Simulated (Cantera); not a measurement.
A closed system holds: 1 mol NF3, 0.005 mol SO2, 0.25 mol O2, held at 2350 K and 41.3 Torr.

These are equilibrium values from Cantera (NASA tables, ideal gas, pure condensed phases), not measurements of a reactor. Candidate condensed phases: S; 35 gas species. Kinetics and transport are ignored.

Base state: F 0.796, N2 0.131, O2 0.0610, O 0.00695, NO 0.00381, SO2 0.00127, SO 4.83e-5, F2 3.57e-5 (mole fractions); condensed: gas only.

What changes in the equilibrium state with this change: NF3 replaced by H2S?


```json
[
 {"species": "H2", "before": "0", "after": "0.401"},
 {"species": "S2", "before": "<1e-9", "after": "0.200"},
 {"species": "H2O", "before": "0", "after": "0.156"},
 {"species": "F", "before": "0.796", "after": "0"},
 {"species": "N2", "before": "0.131", "after": "0"},
 {"species": "SH", "before": "0", "after": "0.0392"},
 {"species": "H", "before": "0", "after": "0.0337"},
 {"species": "H2S", "before": "0", "after": "0.0111"},
 {"species": "S", "before": "4.98e-7", "after": "0.0428"},
 {"species": "O2", "before": "0.0610", "after": "2.06e-5"},
 {"species": "SO", "before": "4.83e-5", "after": "0.0761"},
 {"species": "SO2", "before": "0.00127", "after": "0.0367"},
 {"species": "NO", "before": "0.00381", "after": "0"},
 {"species": "OH", "before": "0", "after": "0.00225"},
 {"species": "S2O", "before": "<1e-9", "after": "0.00122"},
 {"species": "F2", "before": "3.57e-5", "after": "0"}
]
```
Further candidate phases: H2O, H2SO4.

What changes in the equilibrium state with this change: SO2 from 0.005 to 0.45 mol?


```json
[
 {"species": "F", "before": "0.796", "after": "0.710"},
 {"species": "N2", "before": "0.131", "after": "0.117"},
 {"species": "SO2", "before": "0.00127", "after": "0.102"},
 {"species": "O2", "before": "0.0610", "after": "0.0567"},
 {"species": "S", "before": "4.98e-7", "after": "4.30e-5"},
 {"species": "SO", "before": "4.83e-5", "after": "0.00402"},
 {"species": "SO3", "before": "1.80e-7", "after": "1.39e-5"}
]
```
The tables' values for SOF2 are old estimates; treat these amounts as uncertain.
